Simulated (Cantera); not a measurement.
## Si + Br₂ + H₂ + HBr (silicon etching in halogen gases)

A closed system holds: 1 mol Si, 8.6 mol Br₂, 0.37 mol H₂, 9.4 mol HBr, at 0.000480 bar.

These are equilibrium values from Cantera (NASA tables, ideal gas, pure condensed phases), not measurements of a reactor. Candidate condensed phases: Br₂, Si; 19 gas species. The tables' values for SiBr₃ are old estimates; treat these amounts as uncertain. Rates play no part.

```json
[
 {"T (K)": "573", "x HBr": "0.584", "x Br": "2.52e-5", "x Br₂": "0.359", "x SiBr₄": "0.0576"},
 {"T (K)": "673", "x HBr": "0.584", "x Br": "0.000522", "x Br₂": "0.358", "x SiBr₄": "0.0576"},
 {"T (K)": "773", "x HBr": "0.582", "x Br": "0.00494", "x Br₂": "0.355", "x SiBr₄": "0.0574"},
 {"T (K)": "873", "x HBr": "0.576", "x Br": "0.0275", "x Br₂": "0.340", "x SiBr₄": "0.0568"},
 {"T (K)": "973", "x HBr": "0.554", "x Br": "0.102", "x Br₂": "0.290", "x SiBr₄": "0.0546"},
 {"T (K)": "1073", "x HBr": "0.510", "x Br": "0.253", "x Br₂": "0.187", "x SiBr₄": "0.0503"},
 {"T (K)": "1173", "x HBr": "0.463", "x Br": "0.415", "x Br₂": "0.0770", "x SiBr₄": "0.0456"},
 {"T (K)": "1273", "x HBr": "0.439", "x Br": "0.495", "x Br₂": "0.0224", "x SiBr₄": "0.0429"}
]
```
x: gas mole fraction; nothing condenses.

From 573 K to 1273 K nothing is condensed. The main Si-bearing gas is SiBr₄ throughout.
